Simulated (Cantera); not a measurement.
**Transport properties of process gases**

Gas mixture: CH₄ : CH₃OH : N₂ : NH₃ = 0.75 : 0.31 : 0.2 : 0.63 (molar parts), at 0.0340 bar, frozen composition.

Cantera's kinetic-theory transport with the Lennard-Jones parameters of GRI-Mech 3.0, ideal gas; thermal conductivity in the multicomponent form. Polar gases are described roughly by these parameters. The composition is frozen, though it would react at the higher temperatures.

```tsv
T (K)	ρ (kg/m³)	cp (J/kg/K)	μ (µPa s)	λ (mW/m/K)	Pr	D (cm²/s) OH	D (cm²/s) NH₃	D (cm²/s) O
400	0.0207	1999	14.9	43.0	0.691	15.8	10.3	16.0
650	0.0127	2596	22.7	84.0	0.701	36.9	25.9	37.5
900	0.00921	3088	29.5	129	0.708	64.3	46.7	65.4
1150	0.00721	3492	35.6	174	0.713	97.3	71.9	98.9
1400	0.00592	3797	41.1	218	0.716	135	101	137
1650	0.00502	4032	46.2	259	0.718	178	134	181
1900	0.00436	4214	51.0	299	0.719	225	170	229
```
D: mixture-averaged diffusion coefficient of that species in the mixture.
